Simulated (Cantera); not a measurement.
Gas mixture: 100 % CO2, at 400000 Pa, frozen composition.

Cantera's kinetic-theory transport with the Lennard-Jones parameters of GRI-Mech 3.0, ideal gas; thermal conductivity in the mixture-averaged form.

One state of this run: ρ (kg/m³) = 1.51; cp (J/kg/K) = 1313; μ (µPa s) = 51.8; λ (mW/m/K) = 93.3; Pr = 0.729; D (cm²/s) H2O = 0.752; D (cm²/s) H = 3.77; D (cm²/s) C2H2 = 0.489. D: mixture-averaged diffusion coefficient of that species in the mixture.

**Question.** Which value of T (K) does it belong to?
(A) 1400
(B) 2150
(C) 1900
(D) 400

**Answer.** A, 1400
